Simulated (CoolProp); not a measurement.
Carbonyl sulfide along the isotherm 111.05 °C: fugacity coefficient from the reference equation and from simpler models built on Tc = 105.6 °C, pc = 6.369 MPa, ω = 0.098; each cubic takes its own stable root.

Model: reference Helmholtz-energy equation of state, Lemmon 2006, in CoolProp. It is a short technical equation, of lower accuracy than the large ones.

| p (MPa) | phase | reference |
|---|---|---|
| 0.0503 | gas | 0.9975 |
| 0.0739 | gas | 0.9963 |
| 0.108 | gas | 0.9946 |
| 0.159 | gas | 0.9920 |
| 0.234 | gas | 0.9883 |
| 0.343 | gas | 0.9828 |
| 0.503 | gas | 0.9748 |
| 0.739 | gas | 0.9631 |
| 1.08 | gas | 0.9462 |
| 1.59 | gas | 0.9210 |
| 2.34 | gas | 0.8841 |
| 3.43 | gas | 0.8307 |
| 5.03 | gas | 0.7519 |
| 7.39 | supercritical | 0.6201 |
| 10.8 | supercritical | 0.4670 |
| 15.9 | supercritical | 0.3598 |

Problem. How far does each simpler model (Redlich-Kwong, Soave-Redlich-Kwong, Peng-Robinson) lie from the reference over these 16 states: mean and median of the absolute difference, and the worst?

Solution. 
- Redlich-Kwong: mean 0.4 %, median 0.1 %, worst +3.6 % at 111.05 °C and 15.9 MPa
- Soave-Redlich-Kwong: mean 0.5 %, median 0.1 %, worst +4.0 % at 111.05 °C and 15.9 MPa
- Peng-Robinson: mean 1.1 %, median 0.6 %, worst -3.1 % at 111.05 °C and 7.39 MPa
